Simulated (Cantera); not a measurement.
A perfectly stirred reactor is fed with CO : H₂ : CH₄ : O₂ : N₂ = 1 : 0.038 : 1.4 : 2.37 : 8.91 (molar parts), at 0.987 atm; it is adiabatic with a 750 K inlet, and is followed from long to short residence time, starting on the burning branch (τ in s: 0.18, 0.087, 0.041, 0.02, 0.0093, 0.0044, 0.0021, 0.00099, 0.00047, 0.00022, 0.00011, 5.1e-05, 2.4e-05).

Model: GRI-Mech 3.0 (53 species, 325 reactions), integrated in Cantera.

x: mole fraction; the columns are a selection and need not sum to one.

| τ (s) | T (K) | x CO | x H₂ | x CH₄ | x C₂H₄ | x C₂H |
|---|---|---|---|---|---|---|
| 0.18 | 2358 | 0.0971 | 0.0373 | 2.91e-6 | 1.87e-10 | 1.56e-11 |
| 0.087 | 2354 | 0.0971 | 0.0374 | 5.12e-6 | 5.91e-10 | 4.64e-11 |
| 0.041 | 2347 | 0.0971 | 0.0374 | 8.59e-6 | ? | 1.29e-10 |
| 0.020 | 2337 | 0.0972 | 0.0375 | 1.34e-5 | ? | 3.09e-10 |
| 0.0093 | 2321 | 0.0973 | 0.0376 | 2.11e-5 | ? | 7.19e-10 |
| 0.0044 | 2300 | 0.0975 | 0.0378 | 3.32e-5 | ? | 1.57e-9 |
| 0.0021 | 2274 | 0.0978 | 0.0381 | 5.36e-5 | ? | 3.40e-9 |
| 0.00099 | 2241 | 0.0983 | 0.0385 | 9.17e-5 | ? | 7.73e-9 |
| 0.00047 | 2205 | 0.0992 | 0.0389 | 0.000165 | ? | 1.87e-8 |
| 0.00022 | 2164 | 0.101 | 0.0392 | 0.000325 | ? | 5.02e-8 |
| 0.00011 | 2121 | 0.104 | 0.0394 | 0.000663 | ? | 1.33e-7 |
| 5.1e-5 | 2039 | 0.113 | 0.0398 | 0.00190 | ? | 4.12e-7 |
| 2.4e-5 | 750 | 0.0729 | 0.00277 | 0.102 | <1e-12 | <1e-12 |

Some entries are withheld; supply them.


- 0.041, x C₂H₄: 1.67e-9
- 0.020, x C₂H₄: 3.95e-9
- 0.0093, x C₂H₄: 8.96e-9
- 0.0044, x C₂H₄: 1.91e-8
- 0.0021, x C₂H₄: 4.10e-8
- 0.00099, x C₂H₄: 9.54e-8
- 0.00047, x C₂H₄: 2.48e-7
- 0.00022, x C₂H₄: 7.80e-7
- 0.00011, x C₂H₄: 2.77e-6
- 5.1e-5, x C₂H₄: 1.94e-5
